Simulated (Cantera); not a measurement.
Input: 1 mol SiH₂Cl₂, 0.17 mol HCl, 43 mol H₂, at 1.10 bar.

These are equilibrium values from Cantera (NASA tables, ideal gas, pure condensed phases), not measurements of a reactor. Candidate condensed phases: Si; 19 gas species. Kinetics and transport are ignored.

**Question.** What share of the Si ends up in condensed phases as a function of T (°C), at 950, 1000, 1050, 1100, 1150, 1200, 1250, 1300?

**Answer.** 
```csv
T (°C),Si condensed (%),as
950,61.2,Si(s)
1000,65.7,Si(s)
1050,69.5,Si(s)
1100,72.3,Si(s)
1150,74.1,Si(s)
1200,75.1,Si(s)
1250,75.5,Si(s)
1300,75.6,Si(s)
```
